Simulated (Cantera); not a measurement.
Adiabatic ignition

An adiabatic, constant-volume homogeneous reactor starts with 1.81 % C₃H₈, 20.7 % O₂, 77.5 % N₂, equivalence ratio 0.44, at 1198 K and 101000 Pa.

Model: GRI-Mech 3.0 (53 species, 325 reactions), integrated in Cantera. GRI-Mech 3.0 was tuned for natural gas; its chemistry of propane as a main component is partial and can be far from experiment.

| t (s) | T (K) | P (bar) | x C₃H₈ | x O₂ | x H | x C₂H₄ | x O |
|---|---|---|---|---|---|---|---|
| 9.00e-6 | 1198 | 1.01 | 0.0181 | 0.207 | 1.15e-8 | 7.31e-7 | 3.30e-9 |
| 2.27e-5 | 1198 | 1.01 | 0.0181 | 0.207 | 1.26e-8 | 2.36e-6 | 3.88e-9 |
| 5.73e-5 | 1198 | 1.01 | 0.0181 | 0.207 | 1.70e-8 | 7.13e-6 | 5.73e-9 |
| 0.000145 | 1198 | 1.01 | 0.0181 | 0.207 | 4.09e-8 | 2.60e-5 | 1.41e-8 |
| 0.000365 | 1198 | 1.01 | 0.0180 | 0.207 | 8.15e-8 | 0.000122 | 2.92e-8 |
| 0.000921 | 1198 | 1.01 | 0.0177 | 0.207 | 9.05e-8 | 0.000419 | 3.30e-8 |
| 0.00232 | 1200 | 1.02 | 0.0168 | 0.206 | 1.45e-7 | 0.00131 | 5.11e-8 |
| 0.00586 | 2366 | 2.05 | <1e-12 | 0.113 | 0.000230 | <1e-12 | 0.00189 |
| 0.0148 | 2364 | 2.04 | <1e-12 | 0.111 | 0.000194 | <1e-12 | 0.00167 |
| 0.0373 | 2353 | 2.03 | <1e-12 | 0.109 | 0.000180 | <1e-12 | 0.00156 |
| 0.0942 | 2345 | 2.03 | <1e-12 | 0.107 | 0.000170 | <1e-12 | 0.00148 |
| 0.238 | 2343 | 2.02 | <1e-12 | 0.107 | 0.000168 | <1e-12 | 0.00147 |
| 0.600 | 2343 | 2.02 | <1e-12 | 0.107 | 0.000168 | <1e-12 | 0.00147 |
x: mole fraction; the columns are a selection and need not sum to one.

The time of steepest temperature rise is 5.48 ms, the temperature at 0.600 s is 2343 K and the equilibrium temperature is 2343 K. The x(C₃H₈) at 0.600 s is <1e-12 (gas-phase equilibrium <1e-12), the x(O₂) at 0.600 s comes out as 0.107 (gas-phase equilibrium 0.107) and the x(H) at 0.600 s is 0.000168 (gas-phase equilibrium 0.000168).
